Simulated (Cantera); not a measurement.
Input: 1 mol SiC, 1.5 mol O2, 80 mol N2, 1.8 mol H2O, held at 1275 K and 0.190 bar.

These are equilibrium values from Cantera (NASA tables, ideal gas, pure condensed phases), not measurements of a reactor. Candidate condensed phases: C, C6H6, C7H8, C8H18, H2O, Si, SiC, SiO2, Si2N2O, Si3N4; 151 gas species. The tables hold silica as quartz up to 1696 K and as liquid above; real silica turns to tridymite and cristobalite and melts near 1996 K. Equilibrium is a limit: real reactors are often held back by kinetics, nucleation or transport.

Task: What is the equilibrium state?

Result: 
| Property | Value |
|---|---|
| x(N2) | 0.966 |
| x(H2O) | 0.0149 |
| x(CO2) | 0.00685 |
| x(H2) | 0.00685 |
| x(CO) | 0.00523 |
| n(SiO2(β-quartz)) | 1.00 mol |
| gas amount | 82.80 mol |
| log10 activity of C(graphite) (absent) | -5.27 |
| log10 activity of Si(s) (absent) | -14.11 |
